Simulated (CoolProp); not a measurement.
R365MFC at several states: fugacity coefficient from the reference equation and from simpler models built on Tc = 460.0 K, pc = 32.66 bar, ω = 0.377; each cubic takes its own stable root.

Values from CoolProp's reference Helmholtz-energy equation of state, Lemmon 2016.

```csv
T (K),p (bar),phase,reference
249.2,27.5,liquid,0.002024
400.6,0.124,gas,0.9978
435.9,9.67,gas,0.8745
266.6,2.98,liquid,0.04437
293.2,4.9,liquid,0.09403
```

Task: How far does each simpler model (van der Waals, Redlich-Kwong, Soave-Redlich-Kwong, Peng-Robinson) lie from the reference over these 5 states: mean and median of the absolute difference, and the worst?

Result: 
- van der Waals: mean 1075.6 %, median 682.1 %, worst +3161.4 % at 249.2 K and 27.5 bar
- Redlich-Kwong: mean 149.0 %, median 159.8 %, worst +338.2 % at 249.2 K and 27.5 bar
- Soave-Redlich-Kwong: mean 1.7 %, median 1.0 %, worst -3.6 % at 249.2 K and 27.5 bar
- Peng-Robinson: mean 0.5 %, median 0.5 %, worst +1.0 % at 249.2 K and 27.5 bar
